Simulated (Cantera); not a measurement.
Standard-state values (1 bar) from the NASA 1993 polynomials, evaluated with Cantera. Values are per mole of reaction as written; species without (g) are pure solids or liquids, kept so even where they would boil at 1 bar.

Problem. Between 600 and 1000 K, where is each reaction favourable under standard conditions?
- H(g) + LiCl = HCl(g) + Li
- 2 HCl(g) + 2 Li(g) = 2 LiCl + H2(g)

Solution. 
- H(g) + LiCl = HCl(g) + Li: ΔG° is 74 kJ at 600 K and 63 kJ at 1000 K; it stays positive (K < 1). ΔH° is 68 kJ and ΔS° 5 J/K at 1000 K.
- 2 HCl(g) + 2 Li(g) = 2 LiCl + H2(g): ΔG° is -713 kJ at 600 K and -571 kJ at 1000 K; it stays negative (K > 1). ΔH° is -882 kJ and ΔS° -310 J/K at 1000 K.
